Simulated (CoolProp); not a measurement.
A Linde-Hampson liquefier for ethane: isothermal reversible compression at 320 K from 1 atm to 40 MPa, throttling to 1 atm, return gas leaving the recuperator 2 K below the feed. Each further row changes one setting.

Values from CoolProp's reference Helmholtz-energy equation of state, Bücker 2006.

| case | liquid yield per pass | compression work (kJ/kg of gas) |
|---|---|---|
| as stated | 0.458 | 414 |
| high pressure 80 MPa | 0.407 | 499 |
| warm-end temperature 350 K | 0.389 | 482 |
| warm-end gap 7 K | 0.451 | 414 |
